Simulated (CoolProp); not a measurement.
Vapour-liquid equilibrium of benzene (1) + octamethylcyclotetrasiloxane (D4) (2) at 135.15 °C; x and y are mole fractions of (1).

The numbers come from the multi-fluid Helmholtz-energy mixture model, Thol 2012 and Thol 2015; pair parameters Bell 2016 in CoolProp.

```csv
x,"bubble pressure, mixture model (kPa)","bubble pressure, Raoult's law (kPa)","y, mixture model","y, Raoult's law"
0.05,___,51.29,0.338,0.414
0.2,96.95,110.3,0.729,0.771
0.35,___,169.4,0.857,0.879
0.5,210.9,228.4,___,0.931
0.65,269.9,287.4,0.953,0.962
0.8,333.5,346.5,0.978,0.982
0.95,___,405.5,0.996,0.996
```

Fill in the missing entries.


- 0.05, bubble pressure, mixture model (kPa): 45.93
- 0.35, bubble pressure, mixture model (kPa): 153.4
- 0.5, y, mixture model: 0.917
- 0.95, bubble pressure, mixture model (kPa): 402.5

The largest gap from Raoult's law is -12.1 % in bubble pressure, at x = 0.2. No azeotrope shows between x = 0.05 and 0.95.

The pair parameters rest on a limited set of measurements; away from them the model extrapolates.
